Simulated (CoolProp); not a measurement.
Vapour pressure (MPa) of R1233zd(E): the reference equation beside estimates from Tc = 165.7 °C, pc = 3.583 MPa, ω = 0.304.

Computed with CoolProp (reference Helmholtz-energy equation of state, Akasaka 2022).

| T (°C) | reference | Lee-Kesler | Redlich-Kwong | Peng-Robinson |
|---|---|---|---|---|
| -39.05 | 0.006189 | 0.005864 | 0.01900 | 0.006358 |
| -23.65 | 0.01529 | 0.01468 | 0.04069 | 0.01549 |
| -8.35 | 0.03319 | 0.03228 | 0.07780 | 0.03333 |
| 7.05 | 0.06547 | 0.06445 | 0.1369 | 0.06542 |
| 22.35 | 0.1185 | 0.1177 | 0.2237 | 0.1181 |
| 37.75 | 0.2010 | 0.2012 | 0.3463 | 0.2002 |
| 53.05 | 0.3214 | 0.3230 | 0.5097 | 0.3202 |
| 68.45 | 0.4917 | 0.4950 | 0.7228 | 0.4904 |

Absolute difference from the reference over all 8 rows, mean and median: Lee-Kesler 1.9 and 1.1 %, Redlich-Kwong 110.4 and 98.9 %, Peng-Robinson 0.7 and 0.4 %.
